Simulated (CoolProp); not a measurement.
Vapour-liquid equilibrium of benzene (1) + n-decane (2) at 469.1 K; x and y are mole fractions of (1).

Values from CoolProp's multi-fluid Helmholtz-energy mixture model, Thol 2012 and Lemmon 2006; pair parameters Bell 2016.

Q: Give the bubble pressure and the first vapour's composition at x = 0.05, 0.35, 0.65. Is there an azeotrope?

A: x = 0.05: 0.2201 MPa, y = 0.242; x = 0.35: 0.5460 MPa, y = 0.761; x = 0.65: 0.8924 MPa, y = 0.908. No azeotrope shows between x = 0.05 and 0.95.

Pair parameters are fitted to limited data, so mixtures are less certain than the pure fluids.
